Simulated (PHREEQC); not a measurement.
Consider water at 25 °C with 0.47 mmol/kgw PbCl2, 160 mmol/kgw HBF4 and 13 mmol/kgw Na2SO4. Closed to the air; pH follows from the charge balance.

Model: ion-association model, wateq4f.dat, run in PHREEQC.

Each row changes one thing in this solution. No solid was allowed to form.

```csv
case,pH,ionic strength (mol/kgw),HSO4- (mol/kgw),SO4-2 (mol/kgw),NaSO4- (mol/kgw),SI of Mirabilite (Na2SO4:10H2O)
as made,0.93,0.175,0.0106,0.00224,8.89e-5,-5.50
PbCl2 from 0.00047 to 9.4e-05 mol/kgw,0.93,0.174,0.0106,0.00225,8.93e-5,-5.50
HBF4 left out,5.99,?,7.14e-7,?,0.000750,?
PbCl2 left out,0.93,0.174,0.0107,0.00225,8.94e-5,-5.49
temperature from 25 to 20 °C,0.93,0.176,0.0104,0.00243,9.38e-5,-5.22
```

### Question
Complete the blanks.

### Answer

- HBF4 left out, ionic strength (mol/kgw): 0.0377
- HBF4 left out, SO4-2 (mol/kgw): 0.0119
- HBF4 left out, SI of Mirabilite (Na2SO4:10H2O): -4.46

Species that the database lacks are ignored. Some of these states are supersaturated (in Anglesite, Larnakite, for instance). Real BF4- forms and hydrolyses slowly; the run takes it at equilibrium.
